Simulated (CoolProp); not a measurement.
200 sccm (0 °C, 1 atm) of nitrogen bubbles through liquid methanol at 294.9 K and leaves saturated at a total pressure of 0.0388 MPa (ideal gas phase). Each further row changes one setting.

Model: reference Helmholtz-energy equation of state, de Reuck 1993, in CoolProp.

```
case                       vapour pressure (kPa)  mole fraction of vapour  delivery (mg/min)  delivery (sccm)  change of delivery for a bath 1 K warmer (%)
-------------------------  ---------------------  -----------------------  -----------------  ---------------  --------------------------------------------
as stated                                   14.3               (withheld)         (withheld)       (withheld)                                    (withheld)
bath temperature 299.9 K                    18.6                    0.479                263              184                                            11
total pressure 0.0776 MPa                   14.3                    0.184               64.7             45.2                                    (withheld)
```

Problem. What belongs in the gaps?

Solution. 
- as stated, mole fraction of vapour: 0.369
- as stated, delivery (mg/min): 167
- as stated, delivery (sccm): 117
- as stated, change of delivery for a bath 1 K warmer (%): 8.9
- total pressure 0.0776 MPa, change of delivery for a bath 1 K warmer (%): 6.8
